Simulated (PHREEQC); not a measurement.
Acid rinse or clean: an equilibrium model

Solution (25 °C): 0.11 mol/kgw HBr, 0.0013 mol/kgw ZnSO4 and 0.056 mol/kgw MnSO4. Closed to the air; pH follows from the charge balance.

Model: ion-association model, wateq4f.dat, run in PHREEQC.

Precipitation was switched off in this run.

Question: Estimate the pH.

Answer: pH 1.21.

Question: In which forms is S present?

Answer: HSO4- 57 %, SO4-2 25 %, MnSO4 17 % of the S.
